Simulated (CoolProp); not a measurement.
A simple Rankine cycle with ethanol: condensing at 299.15 K, boiler at 0.0756 MPa, turbine inlet 384.3 K, turbine efficiency 0.75, pump efficiency 0.7, no recuperator. Each further row changes one setting.

Computed with CoolProp (reference Helmholtz-energy equation of state, Schroeder 2014).

| case | thermal efficiency (%) | net work (kJ/kg) | heat in (kJ/kg) | turbine exit temperature (K) | volume ratio over the turbine |
|---|---|---|---|---|---|
| as stated | 9.5 | 100 | 1050 | 319.0 | 7.60 |
| turbine inlet 404.3 K | 9.8 | 106 | 1080 | 338.5 | 7.64 |
| condensing temperature 291.15 K | 11.1 | 119 | 1070 | 306.1 | 11.7 |
| boiler pressure 0.0529 MPa | 8.2 | 86.0 | 1050 | 329.4 | 5.47 |
| turbine efficiency 0.65 | 8.3 | 86.8 | 1050 | 327.8 | 7.81 |
